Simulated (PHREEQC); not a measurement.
Dissolve 0.11 mol MnSO4, 0.00027 mol ZnCl2 and 0.00013 mol Na2SO4 per kg of water at 59 °C. It is in equilibrium with CO2 at log p = -3.5 (atm). Otherwise closed; pH follows from the charge balance.

All values are PHREEQC results (ion-association model, phreeqc.dat), not measurements.

| quantity | before | after |
|---|---|---|
| pH | 5.76 | 5.74 |
| ionic strength (mol/kgw) | 0.196 | 0.181 |
| SO4-2 (mol/kgw) | 0.0487 | 0.0451 |
| Na+ (mol/kgw) | 0.000240 | 0.000241 |
| NaSO4- (mol/kgw) | 1.95e-5 | 1.93e-5 |
| HSO4- (mol/kgw) | 7.03e-6 | 1.06e-5 |

Question: Name the change that produced these shifts.
A) Na2SO4 from 0.00013 to 0.000143 mol/kgw
B) Na2SO4 from 0.00013 to 0.000195 mol/kgw
C) ZnCl2 left out
D) temperature from 59 to 75 °C
E) MnSO4 from 0.11 to 0.22 mol/kgw

Answer: D, temperature from 59 to 75 °C

No solid was allowed to form. Constants without temperature data keep their 25 °C values here.
